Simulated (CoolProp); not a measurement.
Vapour pressure (MPa) of neopentane: the reference equation beside estimates from Tc = 160.6 °C, pc = 3.196 MPa, ω = 0.196. Clausius-Clapeyron is anchored at 38.25 °C with a constant enthalpy of vaporisation of 21.08 kJ/mol.

The numbers come from the reference Helmholtz-energy equation of state, Lemmon 2006 in CoolProp. It is a short technical equation, of lower accuracy than the large ones.

| T (°C) | reference | Clausius-Clapeyron | van der Waals | Soave-Redlich-Kwong | Peng-Robinson |
|---|---|---|---|---|---|
| 30.85 | 0.2059 | 0.2105 | 0.6448 | 0.2058 | 0.2052 |
| 34.55 | 0.2302 | 0.2327 | 0.6857 | 0.2302 | 0.2292 |
| 38.25 | 0.2566 | 0.2566 | 0.7281 | 0.2568 | 0.2554 |
| 41.85 | 0.2844 | 0.2816 | 0.7710 | 0.2849 | 0.2830 |
| 45.55 | 0.3154 | 0.3092 | 0.8168 | 0.3160 | 0.3137 |
| 49.15 | 0.3478 | 0.3379 | 0.8630 | 0.3487 | 0.3458 |
| 52.85 | 0.3837 | 0.3695 | 0.9122 | 0.3849 | 0.3815 |
| 56.55 | 0.4222 | 0.4032 | 0.9632 | 0.4239 | 0.4198 |

Absolute difference from the reference over all 8 rows, mean and median: Clausius-Clapeyron 2.2 and 2.1 %, van der Waals 167.4 and 165.0 %, Soave-Redlich-Kwong 0.2 and 0.2 %, Peng-Robinson 0.5 and 0.5 %.
